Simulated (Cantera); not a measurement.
A closed system holds: 1 mol Si, 0.13 mol H2O, 2.6 mol H2, equilibrated at 725 K and 1.40 bar.

These are equilibrium values from Cantera (NASA tables, ideal gas, pure condensed phases), not measurements of a reactor. Candidate condensed phases: H2O, Si, SiO2; 18 gas species. The numbers say what is thermodynamically allowed, not how fast it happens.

Base state: H2 1.00 (mole fractions); condensed: Si(s) + SiO2(α-quartz).

Q: What changes in the equilibrium state with this change: temperature from 725 K to 2023.15 K?

A: 
```
species              before     after
-------------------  ------  --------
H2                     1.00     0.953
SiO                   <1e-9    0.0454
H                     <1e-9   0.00157
SiH2                  <1e-9  0.000115
Si                    <1e-9   4.07e-5
H2O                   <1e-9   3.94e-5
Si(s), mol            0.935         0
SiO2(α-quartz), mol  0.0650         0
Si(l), mol                0     0.870
```
Gases not in the tables: Si2H6 and higher silanes.
